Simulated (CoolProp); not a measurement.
Vapour-liquid equilibrium of R125 (1) + R143a (2) at 0.0591 MPa; x and y are mole fractions of (1).

The numbers come from the multi-fluid Helmholtz-energy mixture model, Lemmon 2005 and Lemmon and Jacobsen 2000; pair parameters Lemmon 2004 in CoolProp.

```
x     bubble temperature (K)  y at the bubble point  dew temperature at overall composition x (K)  liquid density (mol/L)
----  ----------------------  ---------------------  --------------------------------------------  ----------------------
0.05                   215.3                  0.044                                         215.3                   14.15
0.15                   215.5                  0.137                                         215.6                   14.01
0.25                   215.7                  0.238                                         215.7                   13.87
0.35                   215.8                  0.343                                         215.8                   13.73
0.45                   215.8                  0.452                                         215.8                   13.60
0.55                   215.8                  0.561                                         215.8                   13.47
0.65                   215.6                  0.668                                         215.7                   13.34
0.75                   215.4                  0.772                                         215.5                   13.22
0.85                   215.2                  0.869                                         215.2                   13.10
0.95                   214.9                  0.959                                         214.9                   12.98
```

y crosses x between x = 0.35 and 0.45: the model has an azeotrope there.

The pair parameters rest on a limited set of measurements; away from them the model extrapolates.
